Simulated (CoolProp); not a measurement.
Acetone along the isotherm 550 K: fugacity coefficient from the reference equation and from simpler models built on Tc = 508.1 K, pc = 4.692 MPa, ω = 0.307; each cubic takes its own stable root.

Model: reference Helmholtz-energy equation of state, Lemmon 2006, in CoolProp. It is a short technical equation, of lower accuracy than the large ones.

```csv
p (MPa),phase,reference,van der Waals,Redlich-Kwong,Soave-Redlich-Kwong,Peng-Robinson
0.541,gas,0.9659,0.9719,0.9690,0.9705,0.9666
1.08,gas,0.9327,0.9440,0.9386,0.9416,0.9341
1.62,gas,0.9002,0.9162,0.9085,0.9130,0.9022
2.17,gas,0.8679,0.8880,___,0.8843,0.8704
2.71,gas,0.8368,0.8603,0.8489,0.8565,0.8399
3.25,gas,0.8063,0.8326,0.8198,0.8290,0.8100
3.79,gas,0.7765,0.8047,0.7910,0.8018,0.7807
4.33,gas,0.7472,0.7766,0.7624,___,0.7519
4.87,supercritical,___,0.7480,0.7339,0.7483,0.7237
5.41,supercritical,0.6901,0.7188,0.7054,___,0.6960
5.96,supercritical,0.6618,0.6878,0.6764,0.6953,0.6683
6.5,supercritical,0.6343,0.6566,0.6480,0.6694,___
7.04,supercritical,0.6071,0.6270,0.6203,0.6443,0.6162
```

Fill in the missing entries.


- 2.17, Redlich-Kwong: 0.8783
- 4.33, Soave-Redlich-Kwong: 0.7749
- 4.87, reference: 0.7184
- 5.41, Soave-Redlich-Kwong: 0.7219
- 6.5, Peng-Robinson: 0.6418
